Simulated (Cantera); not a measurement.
Feed: 1 mol AlN, 0.67 mol H2O, 0.72 mol N2, equilibrated at 1475 °C and 7.30 mbar.

Method: chemical equilibrium by Gibbs-energy minimisation in Cantera with the NASA 1993 tables (ideal gas, pure condensed phases). Candidate condensed phases: Al, AlN, Al2O3, H2O; 35 gas species. Mutual solubility and eutectic melting of coexisting phases are not modelled. Kinetics and transport are ignored.

Base state: N2 0.584, H2 0.414, H 0.00172, Al 0.000180, Al2O 3.85e-5 (mole fractions); condensed: AlN(s) + Al2O3(s).

### Question
What changes in the equilibrium state with this change: 0.05 mol CH4 added?

### Answer
| species | before | after |
|---|---|---|
| N2 | 0.584 | 0.530 |
| H2 | 0.414 | 0.439 |
| CO | 0 | 0.0286 |
| Al | 0.000180 | 0.000189 |
| HCN | 0 | 1.60e-5 |
| Al2O | 3.85e-5 | 4.11e-5 |
| H | 0.00172 | 0.00177 |
| AlN(s), mol | 0.553 | 0.586 |
| Al2O3(s), mol | 0.223 | 0.207 |
Further candidate phases: C, C6H6, C7H8, C8H18.
